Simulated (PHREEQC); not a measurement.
Make-up at 65 °C: 0.01 mol H2SO4, 0.0073 mol Li2SO4 and 0.097 mol Fe2(SO4)3 per kg of water. Closed to the air; pH follows from the charge balance.

The numbers come from PHREEQC with the ion-association model, wateq4f.dat.

Precipitation was switched off in this run.

What pH, ionic strength does the model give?

pH 2.24; ionic strength 0.342 mol/kgw.

In which forms is Fe present?

FeSO4+ 61 %, Fe(SO4)2- 21 %, Fe2(OH)2+4 6.6 %, FeOH+2 4.9 %, FeHSO4+2 3.1 %, Fe+3 1.4 % of the Fe.

Examples of supersaturated solids here: Hematite (slow to form), Goethite (slow to form). Others may be too. Away from 25 °C the constants follow the database's enthalpies or fits; those with neither stay at their 25 °C values.
